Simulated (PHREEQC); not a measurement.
A solution holds 0.0039 mol/kgw Cu(BF4)2, 0.00095 mol/kgw HNO3 and 3.4e-05 mol/kgw FeCl3, at 25 °C. Closed to the air; pH follows from the charge balance.

Equilibrium calculation in PHREEQC: ion-association model, wateq4f.dat.

This is a speciation only: nothing precipitates in the calculation.

**Question.** Order these Fe species by the share of Fe that they hold, largest first: FeF2+, FeF3, FeF+2.

**Answer.** FeF3 (68 %), FeF2+ (31 %), FeF+2 (0.70 %)

The pH is 2.81 and the ionic strength 0.0133 mol/kgw. Saturation is exceeded, for instance for Hematite (slow to form); the values hold only as long as no solid forms. Real BF4- forms and hydrolyses slowly; the run takes it at equilibrium. Fluoro complexes past AlF4- and FeF3 are missing from the database.
